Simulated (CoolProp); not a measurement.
A single-stage vapour-compression cycle with the fluid: evaporating at 307.15 K (dew point), condensing at 355.15 K (bubble point), superheat 10 K, subcooling 0 K, compressor efficiency 0.85, no pressure losses. The same conditions are run with several fluids, on thermodynamics alone (safety and materials aside).

Computed with CoolProp (reference Helmholtz-energy equation of state of each fluid (chloromethane (R40): Thol 2014; 1,2-dichloroethane: Thol 2015; R245ca: Zhou 2016; R11: Jacobsen 1992; cis-2-butene: Lemmon 2005; propyne: Polt 1992)). The equations of Platzer and Polt are older, rougher fits.

```tsv
fluid	cooling COP	pressure ratio	discharge temperature (K)	refrigerating effect (kJ/kg)	volumetric capacity (kJ/m³)
chloromethane (R40)	(withheld)	3.08	406.3	289	(withheld)
1,2-dichloroethane	4.82	6.07	388.6	(withheld)	(withheld)
R245ca	4.27	4.29	358.3	139	1040
R11	4.59	3.81	374.2	139	1090
cis-2-butene	4.36	3.44	368.4	282	1830
propyne	4.19	3.12	(withheld)	339	4360
```

### Question
What belongs in the gaps?

### Answer

- chloromethane (R40), cooling COP: 4.30
- chloromethane (R40), volumetric capacity (kJ/m³): 4640
- 1,2-dichloroethane, refrigerating effect (kJ/kg): 295
- 1,2-dichloroethane, volumetric capacity (kJ/m³): 177
- propyne, discharge temperature (K): 382.3
